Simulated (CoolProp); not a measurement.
CH3F (R41) along the isotherm 339.1 K: fugacity coefficient from the reference equation and from simpler models built on Tc = 317.3 K, pc = 5.906 MPa, ω = 0.200; each cubic takes its own stable root.

Model: reference Helmholtz-energy equation of state, Lemmon 2006, in CoolProp. It is a short technical equation, of lower accuracy than the large ones.

```
p (MPa)          phase  reference  van der Waals  Soave-Redlich-Kwong  Peng-Robinson
-------  -------------  ---------  -------------  -------------------  -------------
0.0467             gas     0.9975         0.9980               0.9978         0.9976
0.0885             gas     0.9953         0.9962               0.9959         0.9954
0.168              gas     0.9910         0.9928               0.9922         0.9912
0.318              gas     0.9830         0.9864               0.9853         0.9834
0.603              gas     0.9680         0.9743               0.9723         0.9687
1.14               gas     0.9400         0.9515                    ?              ?
2.17               gas          ?         0.9080                    ?         0.8902
4.11               gas     0.7933         0.8262               0.8172         0.7980
7.79     supercritical     0.6246         0.6606               0.6611              ?
14.8     supercritical     0.4067         0.4599               0.4582         0.4306
```

### Question
What belongs in the gaps?

### Answer

- 1.14, Soave-Redlich-Kwong: 0.9479
- 1.14, Peng-Robinson: 0.9414
- 2.17, reference: 0.8877
- 2.17, Soave-Redlich-Kwong: 0.9018
- 7.79, Peng-Robinson: 0.6344
